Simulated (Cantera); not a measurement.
Cantera run, input and output.

```python
import numpy as np
import cantera as ct

gas = ct.Solution("gri30.yaml")
gas.TPX = 2025, 1333, {'NO': 1, 'N2': 1.3}
reactor = ct.IdealGasConstPressureReactor(gas, energy="off", clone=False)
net = ct.ReactorNet([reactor])
net.rtol, net.atol = 1e-08, 1e-18
show = ['NO', 'O2', 'N2O', 'N2', 'O', 'NO2']
times = np.geomspace(0.0001, 200, 13)

steps = ct.SolutionArray(gas, extra=["t"])
rows = []
print(f"{'t/s':>10s}{'T/K':>9s}{'P/Pa':>11s}" + "".join(f"{s:>11s}" for s in show))
for t in times:
    while net.time < t:
        t_next = net.step()
        steps.append(gas.state, t=t_next)
    rows.append([np.interp(t, steps.t, y) for y in (steps.T, steps.P, *steps(*show).X.T)])
    print(f"{t:10.3e}{rows[-1][0]:9.1f}{rows[-1][1]:11.4g}" + "".join(f"{x:11.3e}" for x in rows[-1][2:]))
rate = np.gradient(steps.T, steps.t)
print("integrator steps:", len(steps.t))
if steps.T.max() > steps.T[0] + 200:
    print(f"time of steepest temperature rise: {steps.t[rate.argmax()]:.4e} s")
gas.TPX = 2025, 1333, {'NO': 1, 'N2': 1.3}
gas.equilibrate("TP")
print(f"equilibrium (TP): T = {gas.T:.1f} K  " + "  ".join(f"{s} {gas[s].X[0]:.3e}" for s in show))
```

Result:

```
       t/s      T/K       P/Pa         NO         O2        N2O         N2          O        NO2
 1.000e-04   2025.0       1333  4.348e-01  1.737e-10  3.495e-07  5.652e-01  3.508e-07  1.097e-10
 3.350e-04   2025.0       1333  4.348e-01  1.960e-09  1.166e-06  5.652e-01  1.180e-06  1.214e-09
 1.122e-03   2025.0       1333  4.348e-01  2.219e-08  3.846e-06  5.652e-01  4.003e-06  1.289e-08
 3.761e-03   2025.0       1333  4.348e-01  2.568e-07  1.225e-05  5.652e-01  1.396e-05  1.220e-07
 1.260e-02   2025.0       1333  4.347e-01  3.201e-06  3.477e-05  5.652e-01  5.226e-05  8.736e-07
 4.221e-02   2025.0       1333  4.344e-01  4.562e-05  7.018e-05  5.653e-01  2.078e-04  3.936e-06
 1.414e-01   2025.0       1333  4.328e-01  5.863e-04  7.402e-05  5.659e-01  6.065e-04  9.050e-06
 4.738e-01   2025.0       1333  4.255e-01  4.051e-03  6.438e-05  5.695e-01  9.062e-04  1.334e-05
 1.587e+00   2025.0       1333  3.971e-01  1.807e-02  5.119e-05  5.836e-01  1.240e-03  2.152e-05
 5.318e+00   2025.0       1333  2.899e-01  7.118e-02  2.273e-05  6.369e-01  2.015e-03  3.124e-05
 1.782e+01   2025.0       1333  7.556e-02  1.778e-01  1.308e-06  7.437e-01  2.990e-03  1.321e-05
 5.970e+01   2025.0       1333  1.023e-02  2.103e-01  6.063e-08  7.762e-01  3.231e-03  1.952e-06
 2.000e+02   2025.0       1333  8.199e-03  2.113e-01  5.276e-08  7.772e-01  3.239e-03  1.569e-06
integrator steps: 986
equilibrium (TP): T = 2025.0 K  NO 8.199e-03  O2 2.113e-01  N2O 5.276e-08  N2 7.772e-01  O 3.239e-03  NO2 1.569e-06
```

Cantera simulation using GRI-Mech 3.0 (53 species, 325 reactions); the numbers are that mechanism's predictions, not measurements. Radical loss at walls, strong at low pressure, is not modelled.
